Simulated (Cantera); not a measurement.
Input (Python, Cantera):

```python
import numpy as np
import cantera as ct

gas = ct.Solution("gri30.yaml")
gas.TPX = 1525, 101325, {'CH3OH': 0.0021, 'O2': 0.0053, 'N2': 1}
reactor = ct.IdealGasConstPressureReactor(gas, energy="off", clone=False)
net = ct.ReactorNet([reactor])
net.rtol, net.atol = 1e-08, 1e-18
show = ['CH3OH', 'O2', 'H2', 'OH', 'C2H2', 'CH2']
times = np.geomspace(1e-06, 40, 13)

steps = ct.SolutionArray(gas, extra=["t"])
rows = []
print(f"{'t/s':>10s}{'T/K':>9s}{'P/Pa':>11s}" + "".join(f"{s:>11s}" for s in show))
for t in times:
    while net.time < t:
        t_next = net.step()
        steps.append(gas.state, t=t_next)
    rows.append([np.interp(t, steps.t, y) for y in (steps.T, steps.P, *steps(*show).X.T)])
    print(f"{t:10.3e}{rows[-1][0]:9.1f}{rows[-1][1]:11.4g}" + "".join(f"{x:11.3e}" for x in rows[-1][2:]))
rate = np.gradient(steps.T, steps.t)
print("integrator steps:", len(steps.t))
if steps.T.max() > steps.T[0] + 200:
    print(f"time of steepest temperature rise: {steps.t[rate.argmax()]:.4e} s")
gas.TPX = 1525, 101325, {'CH3OH': 0.0021, 'O2': 0.0053, 'N2': 1}
gas.equilibrate("TP")
print(f"equilibrium (TP): T = {gas.T:.1f} K  " + "  ".join(f"{s} {gas[s].X[0]:.3e}" for s in show))
```

Result:

```
       t/s      T/K       P/Pa      CH3OH         O2         H2         OH       C2H2        CH2
 1.000e-06   1525.0  1.013e+05  2.084e-03  5.261e-03  1.162e-09  4.480e-08  9.485e-14  3.005e-08
 4.300e-06   1525.0  1.013e+05  2.084e-03  5.261e-03  7.161e-08  1.634e-07  3.588e-12  7.792e-08
 1.849e-05   1525.0  1.013e+05  2.079e-03  5.259e-03  2.496e-06  4.446e-07  4.025e-11  9.752e-08
 7.953e-05   1525.0  1.013e+05  2.021e-03  5.242e-03  4.188e-05  1.180e-06  2.184e-10  9.598e-08
 3.420e-04   1525.0  1.013e+05  9.013e-04  4.946e-03  1.164e-03  1.568e-05  3.995e-09  8.027e-08
 1.471e-03   1525.0  1.013e+05  2.185e-18  2.676e-03  3.455e-04  2.621e-04  1.683e-23  1.809e-17
 6.325e-03   1525.0  1.013e+05  2.736e-20  2.248e-03  1.318e-04  1.488e-04  5.963e-26  1.141e-19
 2.720e-02   1525.0  1.013e+05  7.654e-24  2.136e-03  1.707e-05  5.200e-05  6.798e-29  3.145e-24
 1.170e-01   1525.0  1.013e+05  7.665e-23  2.127e-03  1.948e-06  1.780e-05  7.811e-32  6.544e-24
 5.030e-01   1525.0  1.013e+05 -4.076e-21  2.129e-03  3.842e-07  7.975e-06 -4.795e-30  2.035e-21
 2.163e+00   1525.0  1.013e+05 -1.887e-22  2.129e-03  2.379e-07  6.282e-06 -3.340e-32  2.917e-24
 9.302e+00   1525.0  1.013e+05 -6.501e-29  2.129e-03  2.371e-07  6.271e-06  7.882e-35 -1.532e-30
 4.000e+01   1525.0  1.013e+05  8.933e-30  2.129e-03  2.371e-07  6.271e-06 -3.366e-39  1.250e-31
integrator steps: 2085
equilibrium (TP): T = 1525.0 K  CH3OH 7.076e-30  O2 2.054e-03  H2 2.414e-07  OH 6.215e-06  C2H2 2.148e-39  CH2 1.453e-31
```

Detailed kinetics in Cantera: GRI-Mech 3.0 (53 species, 325 reactions). GRI-Mech 3.0 was tuned for natural gas; its chemistry of methanol as a main component is partial and can be far from experiment.
